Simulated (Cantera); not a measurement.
A closed system holds: 1 mol SF₆, 2.6 mol H₂O, 6.5 mol O₂, at 7.50 Torr.

Cantera equilibrium calculation (NASA polynomials, part measured and part estimated; ideal gas, pure solids and liquids). Candidate condensed phases: H₂O, H₂SO₄, S; 43 gas species. Equilibrium is a limit: real reactors are often held back by kinetics, nucleation or transport. All values below are at 3123 K.

Base state: O 0.508, HF 0.172, F 0.111, O₂ 0.0896, H 0.0612, SO 0.0238, S 0.0161, OH 0.00998 (mole fractions); condensed: gas only.

### Question
What changes in the equilibrium state with this change: H₂O from 2.6 to 8.6 mol?

### Answer
```json
[
 {"species": "O", "before": "0.508", "after": "0.423"},
 {"species": "H", "before": "0.0612", "after": "0.264"},
 {"species": "HF", "before": "0.172", "after": "0.147"},
 {"species": "F", "before": "0.111", "after": "0.0220"},
 {"species": "H₂", "before": "0.000726", "after": "0.0135"},
 {"species": "OH", "before": "0.00998", "after": "0.0358"},
 {"species": "SO", "before": "0.0238", "after": "0.0136"},
 {"species": "S", "before": "0.0161", "after": "0.0111"},
 {"species": "O₂", "before": "0.0896", "after": "0.0620"},
 {"species": "H₂O", "before": "0.000326", "after": "0.00505"},
 {"species": "SF", "before": "1.50e-5", "after": "2.04e-6"},
 {"species": "SH", "before": "4.24e-5", "after": "0.000125"}
]
```
